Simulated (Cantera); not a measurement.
A closed system holds: 1 mol TiO2, 0.35 mol SiCl4, 2.4 mol O2, held at 1748.15 K and 0.00450 bar.

Method: chemical equilibrium by Gibbs-energy minimisation in Cantera with the NASA 1993 tables (ideal gas, pure condensed phases). Candidate condensed phases: Si, SiO2, Ti, TiCl2, TiCl3, TiCl4, TiO, TiO2, Ti2O3, Ti3O5, Ti4O7; 24 gas species. Mutual solubility and eutectic melting of coexisting phases are not modelled. The tables hold silica as quartz up to 1696 K and as liquid above; real silica turns to tridymite and cristobalite and melts near 1996 K. Condensed phases not in the tables: alloys, solid solutions and most ternary compounds. Equilibrium is a limit: real reactors are often held back by kinetics, nucleation or transport.

Base state: O2 0.600, Cl 0.387, Cl2 0.0112, O 0.000848, ClO 0.000376 (mole fractions); condensed: SiO2(condensed) + TiO2(rutile).

Q: What changes in the equilibrium state with this change: temperature from 1748.15 K to 600 K?

A: 
```tsv
species	before	after
O2	0.600	0.745
Cl2	0.0112	0.255
Cl	0.387	1.47e-7
O	0.000848	<1e-9
ClO	0.000376	3.06e-9
SiO2(condensed), mol	0.350	0
TiO2(rutile), mol	1.000	1.00
SiO2(α-quartz), mol	0	0.350
```
Condensed phases not in the tables: TiOCl, alloys, solid solutions and most ternary compounds.
